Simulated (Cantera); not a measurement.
N2O furnace oxynitridation

A perfectly stirred reactor is fed with 90.9 % N2O, 9.09 % O2, at 113 Torr; it is held at 1575 K, and followed from long to short residence time.

Cantera simulation using GRI-Mech 3.0 (53 species, 325 reactions); the numbers are that mechanism's predictions, not measurements. GRI-Mech 3.0 was tuned for natural gas; its chemistry of N2O as a main component is partial and can be far from experiment. The temperature is held fixed by assumption; the heat of reaction is taken as removed at once.

```csv
τ (s),x N2O,x O2,x NO,x N2,x NO2,x O
23,0.00214,0.338,0.0722,0.587,0.000111,3.71e-5
9.0,0.00507,0.327,0.0928,0.575,0.000126,5.09e-5
3.6,0.0115,0.314,0.115,0.560,0.000142,6.88e-5
1.4,0.0264,0.299,0.135,0.539,0.000154,9.02e-5
0.57,0.0577,0.284,0.146,0.512,0.000159,0.000110
0.23,0.124,0.264,0.145,0.467,0.000151,0.000124
0.091,0.254,0.233,0.125,0.388,0.000126,0.000133
0.036,0.446,0.190,0.0900,0.273,8.53e-5,0.000138
0.014,0.647,0.147,0.0514,0.155,4.45e-5,0.000139
0.0058,0.778,0.119,0.0257,0.0772,1.93e-5,0.000140
0.0023,0.852,0.103,0.0111,0.0335,6.38e-6,0.000140
```
x: mole fraction; the columns are a selection and need not sum to one.
